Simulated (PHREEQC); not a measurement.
PHREEQC input (ion-association model, wateq4f.dat):

```
SOLUTION_MASTER_SPECIES
  An  An-  0  An  62.0  # stands for a non-complexing anion
SOLUTION_SPECIES
  An- = An-
    -log_k 0
    -gamma 3.0 0
PHASES
  Fix_H+
    H+ = H+
    -log_k 0
SOLUTION 1
  temp 25
  units mmol/kgw
  pH 7 charge
  S(6) 0.052
  Zn 0.052
  As(5) 0.0043
  Na 300.009
  An 300
END
SELECTED_OUTPUT 1
  -reset false
  -pH true
  -pe true
  -ionic_strength true
  -water true
  -totals As Na S Zn As(3) As(5) S(-2) S(6)
  -molalities Hfo_wOH Hfo_wOH2+ Hfo_wO- Hfo_sOH Hfo_sOH2+ Hfo_sO- Hfo_sOZn+ Hfo_wOZn+ Hfo_wSO4- Hfo_wOHSO4-2
    Hfo_wH2AsO4 Hfo_wHAsO4- Hfo_wOHAsO4-3
  -saturation_indices Zincite(c) Zn4(OH)6SO4 Zn3(AsO4)2:2.5w Mirabilite Goslarite
USER_PUNCH 1
  -headings sigma psi
  10 PUNCH EDL("sigma", "Hfo"), EDL("psi", "Hfo")
PRINT
  -reset false
USE solution 1
SURFACE 1
  Hfo_wOH 0.000426966 600 0.19
  Hfo_sOH 1.06742e-05
EQUILIBRIUM_PHASES 1
  Fix_H+ -4 HAn 10
    -force_equality true
  O2(g) -0.68 10
END
# ... the last block is repeated for the other 12 points of pH, with NaOH or the acid as the point needs
```

Selected output (columns that matter, 13 of 13 rows; pH added in front):

```
pH	mu	As	Na	S	Zn	m_Hfo_wOH	m_Hfo_wOH2+	m_Hfo_wO-	si_Zincite(c)	si_Zn4(OH)6SO4	si_Mirabilite	si_Goslarite	sigma	psi
4	0.30047	5.7545e-10	0.30001	1.9466e-05	5.1992e-05	1.6342e-05	0.00037377	1.6368e-08	-7.9662	-29.166	-5.7084	-8.345	0.2934	0.11421
4.5	0.30038	3.6969e-10	0.30001	2.2259e-05	5.1926e-05	4.1931e-05	0.00035088	1.1479e-07	-6.9667	-26.109	-5.6493	-8.2865	0.27223	0.11047
5	0.30033	2.6133e-10	0.30001	2.7826e-05	5.1392e-05	8.9008e-05	0.00030887	5.8759e-07	-5.9712	-23.03	-5.5521	-8.1938	0.23668	0.1035
5.5	0.30029	2.179e-10	0.30001	3.5993e-05	4.8573e-05	0.00015319	0.00025115	2.1405e-06	-4.9958	-20.016	-5.4402	-8.1065	0.19189	0.093188
6	0.30024	2.0048e-10	0.30001	4.4093e-05	4.2868e-05	0.00021866	0.00018907	5.793e-06	-4.0502	-17.145	-5.352	-8.0727	0.14586	0.080046
6.5	0.3002	2.1277e-10	0.30001	4.917e-05	3.4883e-05	0.00026733	0.00013316	1.2295e-05	-3.1401	-14.458	-5.3046	-8.1152	0.10394	0.064638
7	0.30013	2.7984e-10	0.30001	5.1154e-05	1.8117e-05	0.0002905	8.5253e-05	2.2676e-05	-2.426	-12.584	-5.2873	-8.3838	0.070367	0.048652
7.5	0.30011	5.1696e-10	0.30004	5.178e-05	4.6409e-06	0.00029503	5.2987e-05	3.7631e-05	-2.0228	-11.966	-5.2818	-8.9752	0.042198	0.031689
8	0.30012	1.4694e-09	0.30009	5.1953e-05	8.1561e-07	0.00029151	3.5219e-05	5.5276e-05	-1.8026	-12.083	-5.2803	-9.7536	0.015529	0.012297
8.5	0.30014	5.2513e-09	0.30012	5.1991e-05	1.6554e-07	0.00028178	2.4077e-05	7.5545e-05	-1.6305	-12.395	-5.2799	-10.581	-0.010532	-0.0083823
9	0.30016	1.9729e-08	0.30016	5.1998e-05	8.1136e-08	0.00026492	1.6013e-05	0.0001004	-1.4525	-12.683	-5.2797	-11.403	-0.038332	-0.029067
9.5	0.30022	7.0321e-08	0.30023	5.2e-05	9.9743e-08	0.00023892	9.8604e-06	0.00013262	-1.2421	-12.841	-5.2796	-12.193	-0.070729	-0.048841
10	0.30034	2.2668e-07	0.30038	5.2e-05	1.798e-07	0.00020175	5.3417e-06	0.00017455	-0.9767	-12.78	-5.2793	-12.928	-0.10974	-0.067016
```

The database has no arsenate complexes of Zn.
